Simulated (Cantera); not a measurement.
A Cantera script and what it prints.

```python
import numpy as np
import cantera as ct

gas_names = """
    C CO CO2 C2 C2O C3 C3O2 C4 C5 Mg MgO Mg2 O O2 O3
""".split()
cond_names = """
    C(gr) Mg(cr) Mg(L) MgCO3(s) MgO(s) MgO(L)
""".split()


# ... load() reads the species with a 1 bar reference pressure and builds the phases ...
atoms = {
    'MgCO3': {'Mg': 1, 'C': 1, 'O': 3},
    'CO2': {'C': 1, 'O': 2},
}
top_T = {'C(gr)': 4500}  # K; cautious upper limits of use, not melting points


# ... equilibrate(T, P, feed) seeds the gas with the atoms and calls Mixture.equilibrate('TP', solver="vcs", rtol=1e-11, max_steps=5000) ...
results = []
feed = {'MgCO3': 1, 'CO2': 4.3}  # mol
P = 24  # Pa
for T in [973, 1023, 1073, 1123, 1173, 1223, 1273, 1323, 1373, 1423, 1473, 1523, 1573]:
    mix = equilibrate(T, P, feed)
    results.append((T, P, feed, dict(zip(mix.species_names, mix.species_moles))))
    x = sorted(zip(gas.X, gas.species_names), reverse=True)
    print(f"T = {T:g} K  P = {P:g} Pa  gas = {mix.phase_moles(0):.4g} mol")
    print("   x: " + "  ".join(f"{s} {v:.3e}" for v, s in x if v > 0.001))
    print("   condensed (mol): " + ("  ".join(f"{mix.phase(i).name} {mix.phase_moles(i):.4g}"
          for i in range(1, mix.n_phases) if mix.phase_moles(i) > 1e-12) or "none"))
```

Result:

```
T = 973 K  P = 24 Pa  gas = 5.3 mol
   x: CO2 1.000e+00
   condensed (mol): MgO(s) 1
T = 1023 K  P = 24 Pa  gas = 5.3 mol
   x: CO2 1.000e+00
   condensed (mol): MgO(s) 1
T = 1073 K  P = 24 Pa  gas = 5.3 mol
   x: CO2 1.000e+00
   condensed (mol): MgO(s) 1
T = 1123 K  P = 24 Pa  gas = 5.3 mol
   x: CO2 9.999e-01
   condensed (mol): MgO(s) 1
T = 1173 K  P = 24 Pa  gas = 5.3 mol
   x: CO2 9.999e-01
   condensed (mol): MgO(s) 1
T = 1223 K  P = 24 Pa  gas = 5.301 mol
   x: CO2 9.997e-01
   condensed (mol): MgO(s) 1
T = 1273 K  P = 24 Pa  gas = 5.301 mol
   x: CO2 9.994e-01
   condensed (mol): MgO(s) 1
T = 1323 K  P = 24 Pa  gas = 5.302 mol
   x: CO2 9.988e-01
   condensed (mol): MgO(s) 1
T = 1373 K  P = 24 Pa  gas = 5.304 mol
   x: CO2 9.978e-01  CO 1.457e-03
   condensed (mol): MgO(s) 1
T = 1423 K  P = 24 Pa  gas = 5.307 mol
   x: CO2 9.961e-01  CO 2.590e-03  O2 1.293e-03
   condensed (mol): MgO(s) 1
T = 1473 K  P = 24 Pa  gas = 5.312 mol
   x: CO2 9.934e-01  CO 4.423e-03  O2 2.207e-03
   condensed (mol): MgO(s) 1
T = 1523 K  P = 24 Pa  gas = 5.319 mol
   x: CO2 9.891e-01  CO 7.283e-03  O2 3.631e-03
   condensed (mol): MgO(s) 1
T = 1573 K  P = 24 Pa  gas = 5.331 mol
   x: CO2 9.826e-01  CO 1.160e-02  O2 5.772e-03
   condensed (mol): MgO(s) 1
```

Equilibrium computed with Cantera from the NASA thermochemical tables; the gas is ideal and each condensed phase is pure.
